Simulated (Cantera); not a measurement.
A closed system holds: 1 mol Si3N4, a varied amount of HCl, held at 21.8 Torr.

These are equilibrium values from Cantera (NASA tables, ideal gas, pure condensed phases), not measurements of a reactor. Candidate condensed phases: NH4Cl, Si, Si3N4; 28 gas species. The tables' values for SiCl3 are old estimates. The numbers say what is thermodynamically allowed, not how fast it happens.

Stable condensed phases, one row left out:

```
T in °C \ n(HCl) in mol
         1.4 2.9 4.4   6 7.5   9  11  12  14  15  17  18
   1800    A   A   A   A   A   B   B   B   B   B   B   B
   1700    A   A   A   A   A   B   B   B   B   B   B   B
   1600    A   A   A   A   A   B   B   B   B   B   B   B
   1500    C   C   C   C   C   B   B   B   B   B   B   B
   1400    C   C   C   C   C   B   B   B   B   B   B   B
   1300    C   C   C   C   C   C   C   B   B   B   B   B
   1200    C   C   C   C   C   C   C   C   C   C   B   B
   1000    C   C   C   C   C   C   C   C   C   C   C   C
    900    C   C   C   C   C   C   C   C   C   C   C   C
    800    C   C   C   C   C   C   C   C   C   C   C   C
    700    C   C   C   C   C   C   C   C   C   C   C   C
    600    C   C   C   C   C   C   C   C   C   C   C   C
    500    C   C   C   C   C   C   C   C   C   C   C   C
```

A: Si; B: gas only; C: Si3N4.

**Question.** Give the row for 1100 °C.

**Answer.** 1.4: Si3N4; 2.9: Si3N4; 4.4: Si3N4; 6: Si3N4; 7.5: Si3N4; 9: Si3N4; 11: Si3N4; 12: Si3N4; 14: Si3N4; 15: Si3N4; 17: Si3N4; 18: Si3N4.
